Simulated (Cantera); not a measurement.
A perfectly stirred reactor is fed with N2O : O2 = 1 : 2.7 (molar parts), at 0.530 bar; it is held at 1175 K, and followed from long to short residence time.

Computed with Cantera and GRI-Mech 3.0 (53 species, 325 reactions). GRI-Mech 3.0 was tuned for natural gas; its chemistry of N2O as a main component is partial and can be far from experiment. The mechanism lacks the step 2 NO + O2 → 2 NO2, which can matter for NO2 below about 1400 K. The temperature is held fixed by assumption; the heat of reaction is taken as removed at once.

Task: What does this change do: N2O 1 to 0.41 parts?

Result: 
| quantity | before | after |
|---|---|---|
| x(N2O) at τ = 1.00 s | 0.222 | 0.110 |
| x(O2) at τ = 1.00 s | 0.733 | 0.869 |
| x(O) at τ = 1.00 s | 1.12e-6 | 1.12e-6 |
| x(NO) at τ = 1.00 s | 0.00386 | 0.00190 |
| x(NO2) at τ = 1.00 s | 2.46e-5 | 1.23e-5 |
| x(N2O) at τ = 30.0 ms | 0.268 | 0.131 |
| x(O2) at τ = 30.0 ms | 0.730 | 0.868 |
| x(O) at τ = 30.0 ms | 1.19e-6 | 1.19e-6 |
| x(NO) at τ = 30.0 ms | 0.000148 | 7.23e-5 |
| x(NO2) at τ = 30.0 ms | 4.47e-7 | 2.20e-7 |

Task: What does this change do: pressure from 0.530 bar to 0.120 bar?

Result: 
```csv
quantity,before,after
x(N2O) at τ = 1.00 s,0.222,0.257
x(O2) at τ = 1.00 s,0.733,0.731
x(O) at τ = 1.00 s,1.12e-6,1.22e-6
x(NO) at τ = 1.00 s,0.00386,0.00110
x(NO2) at τ = 1.00 s,2.46e-5,1.69e-6
x(N2O) at τ = 30.0 ms,0.268,0.270
x(O2) at τ = 30.0 ms,0.730,0.730
x(O) at τ = 30.0 ms,1.19e-6,1.21e-6
x(NO) at τ = 30.0 ms,0.000148,3.46e-5
x(NO2) at τ = 30.0 ms,4.47e-7,9.98e-9
```

Task: What does this change do: temperature 1175 to 1100 K?

Result: 
| quantity | before | after |
|---|---|---|
| x(N2O) at τ = 1.00 s | 0.222 | 0.259 |
| x(O2) at τ = 1.00 s | 0.733 | 0.731 |
| x(O) at τ = 1.00 s | 1.12e-6 | 3.17e-7 |
| x(NO) at τ = 1.00 s | 0.00386 | 0.000688 |
| x(NO2) at τ = 1.00 s | 2.46e-5 | 4.65e-6 |
| x(N2O) at τ = 30.0 ms | 0.268 | 0.270 |
| x(O2) at τ = 30.0 ms | 0.730 | 0.730 |
| x(O) at τ = 30.0 ms | 1.19e-6 | 3.21e-7 |
| x(NO) at τ = 30.0 ms | 0.000148 | 2.19e-5 |
| x(NO2) at τ = 30.0 ms | 4.47e-7 | 3.26e-8 |
